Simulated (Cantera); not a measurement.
Input: 1 mol Si, 3.1 mol Cl₂, 72 mol H₂, 2.2 mol NF₃, equilibrated at 1125 °C and 4.40 mbar.

Cantera equilibrium calculation (NASA polynomials, part measured and part estimated; ideal gas, pure solids and liquids). Candidate condensed phases: NH₄Cl, Si, Si₃N₄; 49 gas species. The tables' values for SiF₃ are old estimates; treat these amounts as uncertain. Equilibrium is a limit: real reactors are often held back by kinetics, nucleation or transport.

Task: What is the equilibrium state?

Result: x(H₂): 0.861
x(HCl): 0.0790
x(HF): 0.0336
x(N₂): 0.0140
x(SiF₄): 0.0123
x(SiF₃): 0.000384
x(SiHF₃): 7.04e-5
x(H): 6.63e-5
x(SiF₂): 8.28e-6
gas amount: 78.52 mol
log10 activity of Si(s) (absent): -4.81
